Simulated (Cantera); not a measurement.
## Adiabatic ignition

An adiabatic, constant-pressure homogeneous reactor starts with CH4 : H2 : O2 : N2 = 1 : 0.53 : 1.19 : 4.48 (molar parts), at 1773 K and 578 Torr.

Model: GRI-Mech 3.0 (53 species, 325 reactions), integrated in Cantera.

| t (s) | T (K) | x CH4 | x H2 | x O2 | x H2O | x CH2 | x CO |
|---|---|---|---|---|---|---|---|
| 6.00e-6 | 1773 | 0.139 | 0.0736 | 0.165 | 3.32e-5 | 1.01e-9 | 4.85e-8 |
| 1.56e-5 | 1772 | 0.138 | 0.0736 | 0.165 | 0.000233 | 1.50e-8 | 1.68e-6 |
| 4.05e-5 | 1777 | 0.135 | 0.0731 | 0.163 | 0.00319 | 7.80e-7 | 0.000224 |
| 0.000105 | 2801 | 8.19e-5 | 0.147 | 0.000248 | 0.151 | 3.61e-5 | 0.108 |
| 0.000274 | 2772 | 4.71e-12 | 0.149 | 0.000247 | 0.146 | 3.97e-12 | 0.108 |
| 0.000711 | 2739 | 2.14e-12 | 0.148 | 0.000328 | 0.145 | 2.36e-12 | 0.107 |
| 0.00185 | 2731 | 1.91e-12 | 0.148 | 0.000341 | 0.144 | 2.18e-12 | 0.107 |
| 0.00480 | 2730 | 1.93e-12 | 0.148 | 0.000337 | 0.144 | 2.19e-12 | 0.107 |
| 0.0125 | 2730 | 1.93e-12 | 0.148 | 0.000336 | 0.144 | 2.19e-12 | 0.107 |
| 0.0325 | 2730 | 1.93e-12 | 0.148 | 0.000336 | 0.144 | 2.19e-12 | 0.107 |
| 0.0843 | 2730 | 1.93e-12 | 0.148 | 0.000336 | 0.144 | 2.19e-12 | 0.107 |
| 0.219 | 2730 | 1.93e-12 | 0.148 | 0.000336 | 0.144 | 2.19e-12 | 0.107 |
| 0.570 | 2730 | 1.93e-12 | 0.148 | 0.000336 | 0.144 | 2.19e-12 | 0.107 |
| 1.48 | 2730 | 1.93e-12 | 0.148 | 0.000336 | 0.144 | 2.19e-12 | 0.107 |
| 3.85 | 2730 | 1.93e-12 | 0.148 | 0.000336 | 0.144 | 2.19e-12 | 0.107 |
| 10.0 | 2730 | 1.93e-12 | 0.148 | 0.000336 | 0.144 | 2.19e-12 | 0.107 |
x: mole fraction; the columns are a selection and need not sum to one.

| Property | Result |
|---|---|
| time of steepest temperature rise | 90.5 µs |
| temperature at 10.0 s | 2730 K |
| equilibrium temperature | 2730 K |
| x(CH4) at 10.0 s | 1.93e-12 (gas-phase equilibrium 2.20e-12) |
| x(H2) at 10.0 s | 0.148 (gas-phase equilibrium 0.148) |
| x(O2) at 10.0 s | 0.000336 (gas-phase equilibrium 0.000336) |
